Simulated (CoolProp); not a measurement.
Model: reference Helmholtz-energy equation of state, Lemmon 2006, in CoolProp. It is a short technical equation, of lower accuracy than the large ones.

Question: For C3F8 (R218), give the phase and the Joule-Thomson coefficient (K/MPa), expansivity (1/kK) at 339.1 K and 13.5 MPa.

Answer: 
- 339.1 K and 13.5 MPa: liquid; Joule-Thomson coefficient 0.0320, expansivity 3.09
